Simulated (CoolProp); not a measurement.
Model: reference Helmholtz-energy equation of state, Lemmon 2006, in CoolProp. It is a short technical equation, of lower accuracy than the large ones.

**Question.** For toluene, give the phase and the cv (kJ/(kg K)), viscosity (µPa s) at 458.3 K and 0.938 MPa.

**Answer.** 
- 458.3 K and 0.938 MPa: liquid; cv 1.76, viscosity 152

Viscosity comes from a separate model (Avgeri 2015).
